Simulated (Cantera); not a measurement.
An isothermal, constant-pressure homogeneous reactor starts with N2O : H2O = 1 : 0.0071 (molar parts), at 1073 K and 1.00 bar. Integrator tolerance rtol = 1e-08.

Cantera simulation using GRI-Mech 3.0 (53 species, 325 reactions); the numbers are that mechanism's predictions, not measurements. GRI-Mech 3.0 was tuned for natural gas; its chemistry of N2O as a main component is partial and can be far from experiment. The mechanism lacks the step 2 NO + O2 → 2 NO2, which can matter for NO2 below about 1400 K. The temperature is held fixed by assumption; the heat of reaction is taken as removed at once.

Problem. What does this change do: temperature 1073 to 1525 K?

Solution. 
| quantity | before | after |
|---|---|---|
| x(N2O) at 3.00 s | 0.836 (gas-phase equilibrium 5.40e-9) | 5.59e-6 (gas-phase equilibrium 8.91e-8) |
| x(H2O) at 3.00 s | 0.00668 (gas-phase equilibrium 0.00471) | 0.00470 (gas-phase equilibrium 0.00470) |
| x(N2) at 3.00 s | 0.102 (gas-phase equilibrium 0.663) | 0.598 (gas-phase equilibrium 0.663) |
| x(O2) at 3.00 s | 0.0497 (gas-phase equilibrium 0.332) | 0.266 (gas-phase equilibrium 0.331) |
| x(H2O2) at 3.00 s | 4.28e-9 (gas-phase equilibrium 1.83e-11) | 5.82e-10 (gas-phase equilibrium 6.48e-10) |
| x(NO) at 3.00 s | 0.00531 (gas-phase equilibrium 7.67e-5) | 0.130 (gas-phase equilibrium 0.00160) |
